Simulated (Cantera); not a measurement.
Cantera run:

```python
import numpy as np
import cantera as ct

gas_names = """
    H2O OH TaO2
""".split()
cond_names = """
    Ta2O5(s) Ta2O5(L)
""".split()


def load(file, names, dense=False):
    # The tables refer to 1 bar. Condensed volumes are neglected.
    table = {s.name: s for s in ct.Species.list_from_file(file)}
    out = []
    for n in names:
        d = dict(table[n].input_data)
        d["thermo"] = dict(d["thermo"], **{"reference-pressure": 1e5})
        if dense:
            d["equation-of-state"] = {"model": "constant-volume", "density": "1e6 g/cm^3"}
        out.append(ct.Species.from_dict(d))
    return out


species = {s.name: s for s in load("nasa_gas.yaml", gas_names) + load("nasa_condensed.yaml", cond_names)}
# Each term lists the table entries of one substance; the one whose range holds T is used.
reactions = {
    'Ta2O5 + H2O(g) = 2 OH(g) + 2 TaO2(g)':
        [(-1, ['Ta2O5(s)', 'Ta2O5(L)']), (-1, ['H2O']), (2, ['OH']), (2, ['TaO2'])],
}


def pick(names, T):
    return next(species[n] for n in names if species[n].thermo.min_temp <= T <= species[n].thermo.max_temp)


results = []
for label, terms in reactions.items():
    print(label)
    print("     T/K   dH/kJ  dS/(J/K)   dG/kJ   log10 K")
    for T in [300, 1125, 1150, 1175, 1200, 1225]:
        used = [(nu, pick(names, T)) for nu, names in terms]
        dH = sum(nu * s.thermo.h(T) for nu, s in used) / 1e6
        dS = sum(nu * s.thermo.s(T) for nu, s in used) / 1e3
        dG = dH - T * dS / 1e3
        logK = -dG * 1e6 / (ct.gas_constant * T * np.log(10))
        results.append((label, T, dH, dS, dG, logK, [s.name for _, s in used]))
        print(f"{T:8g} {dH:8.1f} {dS:8.1f} {dG:8.1f} {logK:8.2f}")
```

Result:

```
Ta2O5 + H2O(g) = 2 OH(g) + 2 TaO2(g)
     T/K   dH/kJ  dS/(J/K)   dG/kJ   log10 K
     300   1964.8    595.9   1786.0  -310.97
    1125   1931.5    547.3   1315.8   -61.09
    1150   1930.2    546.1   1302.1   -59.14
    1175   1928.8    545.0   1288.5   -57.28
    1200   1927.4    543.8   1274.9   -55.49
    1225   1926.1    542.7   1261.3   -53.78
```

Standard-state values (1 bar) from the NASA 1993 polynomials, evaluated with Cantera. Condensed species are held in their standard states even where they would react or evaporate.
